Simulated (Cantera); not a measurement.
A closed system holds: 1 mol TEOS, 2.1 mol H₂O, 0.2 mol H₂, equilibrated at 6.75 Torr.

Equilibrium computed with Cantera from the NASA thermochemical tables; the gas is ideal and each condensed phase is pure. Candidate condensed phases: C, C₆H₆, C₇H₈, C₈H₁₈, H₂O, Si, SiC, SiO₂; 123 gas species. The feed counts by its element totals alone. The tables hold silica as quartz up to 1696 K and as liquid above; real silica turns to tridymite and cristobalite and melts near 1996 K. Rates play no part.

Task: Which condensed phases are stable at each of these points (T (°C)): 677, 777, 877, 977, 1077, 1177, 1277, 1377?

Result: 
| T (°C) | condensed phases | Si condensed (%) |
|---|---|---|
| 677 | C(graphite) + SiO₂(β-quartz) | 100.0 |
| 777 | C(graphite) + SiO₂(β-quartz) | 100.0 |
| 877 | C(graphite) + SiO₂(β-quartz) | 100.0 |
| 977 | C(graphite) + SiO₂(β-quartz) | 100.0 |
| 1077 | C(graphite) + SiO₂(β-quartz) | 99.8 |
| 1177 | C(graphite) + SiC(s) | 99.0 |
| 1277 | C(graphite) + SiC(s) | 98.5 |
| 1377 | C(graphite) + SiC(s) | 97.9 |

From 677 °C to 1077 °C the condensed part is C(graphite) + SiO₂(β-quartz). From 1177 °C to 1377 °C the condensed part is C(graphite) + SiC(s).
